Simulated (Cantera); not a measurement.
Input (Python, Cantera):

```python
import numpy as np
import cantera as ct

gas = ct.Solution("gri30.yaml")
gas.TPX = 2125, 48000, {'NO': 1, 'N2': 1.4}
reactor = ct.IdealGasConstPressureReactor(gas, energy="off", clone=False)
net = ct.ReactorNet([reactor])
net.rtol, net.atol = 1e-08, 1e-18
show = ['NO', 'N2', 'O2', 'O', 'N2O', 'NO2']
times = np.geomspace(3e-06, 2, 10)

steps = ct.SolutionArray(gas, extra=["t"])
rows = []
print(f"{'t/s':>10s}{'T/K':>9s}{'P/Pa':>11s}" + "".join(f"{s:>11s}" for s in show))
for t in times:
    while net.time < t:
        t_next = net.step()
        steps.append(gas.state, t=t_next)
    rows.append([np.interp(t, steps.t, y) for y in (steps.T, steps.P, *steps(*show).X.T)])
    print(f"{t:10.3e}{rows[-1][0]:9.1f}{rows[-1][1]:11.4g}" + "".join(f"{x:11.3e}" for x in rows[-1][2:]))
rate = np.gradient(steps.T, steps.t)
print("integrator steps:", len(steps.t))
if steps.T.max() > steps.T[0] + 200:
    print(f"time of steepest temperature rise: {steps.t[rate.argmax()]:.4e} s")
gas.TPX = 2125, 48000, {'NO': 1, 'N2': 1.4}
gas.equilibrate("TP")
print(f"equilibrium (TP): T = {gas.T:.1f} K  " + "  ".join(f"{s} {gas[s].X[0]:.3e}" for s in show))
```

Output:

```
       t/s      T/K       P/Pa         NO         N2         O2          O        N2O        NO2
 3.000e-06   2125.0    4.8e+04  4.167e-01  5.833e-01  5.462e-10  6.783e-07  6.798e-07  6.662e-09
 1.331e-05   2125.0    4.8e+04  4.167e-01  5.833e-01  1.063e-08  2.957e-06  2.977e-06  1.218e-07
 5.906e-05   2125.0    4.8e+04  4.166e-01  5.833e-01  2.062e-07  1.258e-05  1.247e-05  1.803e-06
 2.621e-04   2125.0    4.8e+04  4.165e-01  5.834e-01  4.816e-06  5.760e-05  4.339e-05  1.631e-05
 1.163e-03   2125.0    4.8e+04  4.159e-01  5.836e-01  1.549e-04  2.119e-04  8.172e-05  6.826e-05
 5.160e-03   2125.0    4.8e+04  4.131e-01  5.850e-01  1.523e-03  2.594e-04  8.295e-05  8.386e-05
 2.289e-02   2125.0    4.8e+04  4.003e-01  5.913e-01  7.879e-03  3.212e-04  7.681e-05  1.038e-04
 1.016e-01   2125.0    4.8e+04  3.418e-01  6.205e-01  3.695e-02  5.145e-04  5.375e-05  1.493e-04
 4.507e-01   2125.0    4.8e+04  1.518e-01  7.154e-01  1.318e-01  8.847e-04  1.006e-05  1.184e-04
 2.000e+00   2125.0    4.8e+04  1.681e-02  7.828e-01  1.993e-01  1.071e-03  4.696e-07  1.605e-05
integrator steps: 809
equilibrium (TP): T = 2125.0 K  NO 1.042e-02  N2 7.860e-01  O2 2.025e-01  O 1.079e-03  N2O 4.023e-07  NO2 1.003e-05
```

Computed with Cantera and GRI-Mech 3.0 (53 species, 325 reactions).
